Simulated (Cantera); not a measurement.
Mixture: 21.1 % H2, 12.4 % O2, 46.6 % N2, 19.8 % H2O, equivalence ratio 0.85, at 7430 Torr, adiabatic and at constant pressure. Ignition delay is the time to a rise of 400 K.

Cantera simulation using GRI-Mech 3.0 (53 species, 325 reactions); the numbers are that mechanism's predictions, not measurements. The hydrogen kinetics of GRI-Mech 3.0 are dated; newer H2 mechanisms differ, most at raised pressure.

Problem. At T0 = 1223 K, what is the delay, and which 6 reactions control it most (d ln τ / d ln k, from doubling and halving each rate constant)?

Solution. The delay is 0.212 ms.
```json
[
 {"reaction": "H + O2 <=> O + OH", "d ln τ / d ln k": "-0.83", "faster rate": "shortens it"},
 {"reaction": "H + O2 + H2O <=> HO2 + H2O", "d ln τ / d ln k": "0.51", "faster rate": "lengthens it"},
 {"reaction": "H + H2O2 <=> H2 + HO2", "d ln τ / d ln k": "-0.43", "faster rate": "shortens it"},
 {"reaction": "2 OH (+M) <=> H2O2 (+M)", "d ln τ / d ln k": "-0.35", "faster rate": "shortens it"},
 {"reaction": "H + HO2 <=> 2 OH", "d ln τ / d ln k": "-0.11", "faster rate": "shortens it"},
 {"reaction": "H + O2 + N2 <=> HO2 + N2", "d ln τ / d ln k": "0.09", "faster rate": "lengthens it"}
]
```
